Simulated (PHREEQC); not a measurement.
A solution holds 0.039 mol/kgw HCl and 0.00057 mol/kgw Al2(SO4)3, at 90 °C. Closed to the air; pH follows from the charge balance.

Equilibrium calculation in PHREEQC: ion-association model, wateq4f.dat.

No solid was allowed to form.

Q: Predict the pH, ionic strength.

A: pH 1.50; ionic strength 0.0440 mol/kgw.

Q: In which forms is Al present?

A: Al+3 89 %, AlSO4+ 10 %, AlOH+2 0.6 % of the Al.

Away from 25 °C the constants follow the database's enthalpies or fits; those with neither stay at their 25 °C values.
